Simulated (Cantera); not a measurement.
## SiO2 + Si + N2 (sublimation and decomposition of ceramics)

A closed system holds: 1 mol SiO2, 0.0024 mol Si, 5 mol N2, held at 1400 °C and 2.00 bar.

Method: chemical equilibrium by Gibbs-energy minimisation in Cantera with the NASA 1993 tables (ideal gas, pure condensed phases). Candidate condensed phases: Si, SiO2, Si2N2O, Si3N4; 16 gas species. Mutual solubility and eutectic melting of coexisting phases are not modelled. The tables hold silica as quartz up to 1696 K and as liquid above; real silica turns to tridymite and cristobalite and melts near 1996 K. Kinetics and transport are ignored.

```json
{
 "x(N2)": "1.000",
 "x(SiO)": "5.59e-5",
 "n(SiO2(β-quartz))": "0.999 mol",
 "n(Si2N2O(s))": "0.00151 mol",
 "gas_amount": "4.999 mol",
 "log10 activity of Si(s) (absent)": "-3.78"
}
```
